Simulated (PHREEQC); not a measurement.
Solution (20 °C): 0.13 mol Cu(NO3)2, 0.00055 mol H2SO4 and 0.0101 mol NaCl per kg of water. Closed to the air; pH follows from the charge balance.

Model: ion-association model, phreeqc.dat, run in PHREEQC.

```
Quantity                     Result
--------------------  -------------
pH                             3.07
ionic strength        0.399 mol/kgw
activity of water             0.993
specific conductance    20000 µS/cm
density                 1.019 g/cm³
total alkalinity       -1.10 meq/kg
```

```tsv
species	molality	activity	log γ
NO3-	0.260	0.165	-0.197
Cu+2	0.129	0.0347	-0.570
Na+	0.0101	0.00731	-0.140
Cl-	0.00941	0.00628	-0.176
H+	0.00110	0.000847	-0.112
CuCl+	0.000684	0.000458	-0.175
CuSO4	0.000318	0.000349	0.040
SO4-2	0.000224	5.09e-5	-0.644
HSO4-	5.15e-6	3.77e-6	-0.135
NaSO4-	2.56e-6	1.81e-6	-0.151
CuCl2	1.33e-6	1.46e-6	0.040
CuOH+	6.08e-7	4.07e-7	-0.175
Cu2(OH)2+2	1.52e-7	4.37e-8	-0.541
```

This is a speciation only: nothing precipitates in the calculation. Complexes and solids missing from the database can't appear.
